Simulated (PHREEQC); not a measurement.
## Nickel, zinc or cadmium bath

Dissolve 0.014 mol/kgw ZnCl2, 9.8e-05 mol/kgw H3BO3 and 0.0022 mol/kgw H2SO4 at 25 °C. Closed to the air; pH follows from the charge balance.

Computed with PHREEQC (ion-association model, phreeqc.dat).

Precipitation was switched off in this run.

Q: What pH does the model give?

A: pH 2.45.

Q: In which forms is S present?

A: SO4-2 53 %, ZnSO4 36 %, HSO4- 11 %, Zn(SO4)2-2 0.7 % of the S.
